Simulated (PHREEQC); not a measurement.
## Nickel, zinc or cadmium bath

Consider water at 53 °C with 1.3 mmol/kgw ZnSO4 and 35 mmol/kgw FeSO4. Closed to the air; pH follows from the charge balance.

Computed with PHREEQC (ion-association model, phreeqc.dat).

Each row changes one thing in this solution. Precipitation was switched off in this run.

| case | pH | ionic strength (mol/kgw) | SO4-2 (mol/kgw) | Zn+2 (mol/kgw) | ZnSO4 (mol/kgw) | Zn(SO4)2-2 (mol/kgw) |
|---|---|---|---|---|---|---|
| as made | 5.57 | 0.0779 | 0.0194 | 0.000674 | 0.000551 | 7.38e-5 |
| ZnSO4 from 0.0013 to 0.00026 mol/kgw | 5.58 | 0.0760 | 0.0190 | 0.000135 | ? | ? |
| ZnSO4 replaced by ZnCl2 at the same molality | 5.55 | 0.0784 | 0.0186 | 0.000688 | 0.000536 | 6.86e-5 |
| FeSO4 from 0.035 to 0.0315 mol/kgw | 5.57 | 0.0715 | 0.0178 | 0.000687 | 0.000545 | 6.69e-5 |
| FeSO4 replaced by Fe2(SO4)3 at the same molality | 2.50 | 0.139 | 0.0303 | 0.000642 | 0.000546 | 0.000113 |
| ZnSO4 from 0.0013 to 0.013 mol/kgw | 5.46 | 0.0995 | 0.0239 | ? | 0.00556 | 0.000916 |

Problem. Complete the blanks.

Solution. 
- ZnSO4 from 0.0013 to 0.00026 mol/kgw, ZnSO4 (mol/kgw): 0.000110
- ZnSO4 from 0.0013 to 0.00026 mol/kgw, Zn(SO4)2-2 (mol/kgw): 1.44e-5
- ZnSO4 from 0.0013 to 0.013 mol/kgw, Zn+2 (mol/kgw): 0.00651

Some of these states are supersaturated (in Hematite (slow to form), Goethite (slow to form), for instance). At this temperature some constants are extrapolated from 25 °C, and those without enthalpy data are left unchanged.
